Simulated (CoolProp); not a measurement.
Model: reference Helmholtz-energy equation of state, Lemmon 2005, in CoolProp. It is a short technical equation, of lower accuracy than the large ones.

### Question
For 1-butene, give the phase and the speed of sound (m/s), Joule-Thomson coefficient (K/MPa) at 352.7 K and 0.129 MPa.

### Answer
- 352.7 K and 0.129 MPa: gas; speed of sound 235, Joule-Thomson coefficient 15.4
